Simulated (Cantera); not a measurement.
Standard-state values (1 bar) from the NASA 1993 polynomials, evaluated with Cantera. Values are per mole of reaction as written; species without (g) are pure solids or liquids, kept so even where they would boil at 1 bar.

Between 398 and 1998 K, where is each reaction favourable under standard conditions?
- 4 Li + O2(g) ⇌ 2 Li2O
- 0.8 Ta + O2(g) ⇌ 0.4 Ta2O5
- 2 Ti + O2(g) ⇌ 2 TiO(g)


- 4 Li + O2(g) ⇌ 2 Li2O: ΔG° is -1099 kJ at 398 K and -678 kJ at 1998 K; it stays negative (K > 1). ΔH° is -1055 kJ and ΔS° -189 J/K at 1998 K.
- 0.8 Ta + O2(g) ⇌ 0.4 Ta2O5: ΔG° is -746 kJ at 398 K and -481 kJ at 1998 K; it stays negative (K > 1). ΔH° is -793 kJ and ΔS° -156 J/K at 1998 K.
- 2 Ti + O2(g) ⇌ 2 TiO(g): ΔG° is 29 kJ at 398 K and -246 kJ at 1998 K; it changes sign between 398 and 598 K. ΔH° is 29 kJ and ΔS° 138 J/K at 1998 K.
